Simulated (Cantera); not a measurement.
Source: NASA polynomial tables (part measured, part estimated), evaluated in Cantera. Values are per mole of reaction as written; species without (g) are pure solids or liquids, kept so even where they would boil at 1 bar.

P4O10 + 5 H2(g) ⇌ P4(g) + 10 OH(g)

```csv
T (K),ΔH° (kJ),ΔS° (J/K),ΔG° (kJ),log10 K
423,…,…,…,…
448,…,…,…,…
473,…,…,…,…
498,3455.3,1219.0,2848.3,-298.75
523,…,…,…,…
```

**Question.** What belongs in the gaps?

**Answer.** 
- 423, ΔH° (kJ): 3459.9
- 423, ΔS° (J/K): 1228.9
- 423, ΔG° (kJ): 2940.1
- 423, log10 K: -363.06
- 448, ΔH° (kJ): 3458.6
- 448, ΔS° (J/K): 1226.0
- 448, ΔG° (kJ): 2909.4
- 448, log10 K: -339.22
- 473, ΔH° (kJ): 3457.1
- 473, ΔS° (J/K): 1222.6
- 473, ΔG° (kJ): 2878.8
- 473, log10 K: -317.91
- 523, ΔH° (kJ): 3453.4
- 523, ΔS° (J/K): 1215.1
- 523, ΔG° (kJ): 2817.9
- 523, log10 K: -281.43
